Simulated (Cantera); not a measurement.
## Equilibrium for iron carbonyl, mercury and lead vapours: Pb + CO + H₂

Input: 1 mol Pb, 7.6 mol CO, 36 mol H₂, equilibrated at 1373.15 K and 0.0133 bar.

Equilibrium computed with Cantera from the NASA thermochemical tables; the gas is ideal and each condensed phase is pure. Candidate condensed phases: C, C₆H₆, C₇H₈, C₈H₁₈, H₂O, Pb, PbO, PbO₂, Pb₃O₄; 113 gas species. Equilibrium is a limit: real reactors are often held back by kinetics, nucleation or transport.

```
Item                                        Value
--------------------------------------  ---------
x(H₂)                                       0.807
x(CO)                                       0.170
x(Pb)                                      0.0224
x(H)                                      2.60e-5
x(CH₄)                                    2.00e-5
x(H₂O)                                    1.87e-5
x(CO₂)                                    1.92e-6
gas amount                              44.60 mol
log10 activity of C(graphite) (absent)      -0.34
log10 activity of Pb(l) (absent)            -1.33
```
